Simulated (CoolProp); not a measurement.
A single-stage vapour-compression cycle with the fluoroketone C6F12O (FK-5-1-12): evaporating at 282.15 K (dew point), condensing at 352.15 K (bubble point), superheat 5 K, subcooling 2 K, compressor efficiency 0.8, no pressure losses. Each further row changes one setting.

Model: reference Helmholtz-energy equation of state, McLinden 2015, in CoolProp.

| case | cooling COP | pressure ratio | discharge temperature (K) | refrigerating effect (kJ/kg) | volumetric capacity (kJ/m³) |
|---|---|---|---|---|---|
| as stated | 1.30 | 13.1 | 352.2 | 27.3 | 72.3 |
| evaporating temperature 287.15 K | (withheld) | 10.4 | 352.2 | 31.5 | 104 |
| condensing temperature 347.15 K | (withheld) | 11.4 | 347.1 | 33.1 | 87.6 |
| subcooling 7 K | (withheld) | 13.1 | 352.2 | 33.1 | 87.6 |
| superheat 15 K | (withheld) | 13.1 | 352.2 | 35.9 | (withheld) |
| compressor efficiency 0.7 | 1.13 | 13.1 | 352.2 | 27.3 | 72.3 |

Q: Fill in the missing entries.

A: 
- evaporating temperature 287.15 K, cooling COP: 1.61
- condensing temperature 347.15 K, cooling COP: 1.63
- subcooling 7 K, cooling COP: 1.57
- superheat 15 K, cooling COP: 1.54
- superheat 15 K, volumetric capacity (kJ/m³): 91.7

The compression ends wet for: as stated; evaporating temperature 287.15 K; condensing temperature 347.15 K; subcooling 7 K; superheat 15 K; compressor efficiency 0.7.
